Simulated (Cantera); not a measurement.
A closed system holds: 1 mol FeCl₃, 0.13 mol H₂O, 60 mol N₂, at 1373 K and 13.3 mbar.

Cantera equilibrium calculation (NASA polynomials, part measured and part estimated; ideal gas, pure solids and liquids). Candidate condensed phases: Fe, FeCl₂, FeCl₃, FeO, Fe(OH)₂, Fe(OH)₃, Fe₂O₃, Fe₃O₄, H₂O, NH₄Cl; 37 gas species. Kinetics and transport are ignored.

Base state: N₂ 0.969, FeCl₂ 0.0156, Cl 0.00809, HCl 0.00419, Cl₂ 0.00165, O₂ 0.00102, FeCl₃ 0.000559, NO 4.81e-5 (mole fractions); condensed: gas only.

Problem. What changes in the equilibrium state with this change: temperature from 1373 K to 1273.15 K?

Solution. 
| species | before | after |
|---|---|---|
| N₂ | 0.969 | 0.971 |
| FeCl₂ | 0.0156 | 0.0147 |
| Cl | 0.00809 | 0.00457 |
| Cl₂ | 0.00165 | 0.00295 |
| FeCl₃ | 0.000559 | 0.00150 |
| NO | 4.81e-5 | 2.58e-5 |
| O₂ | 0.00102 | 0.00104 |
| HCl | 0.00419 | 0.00420 |
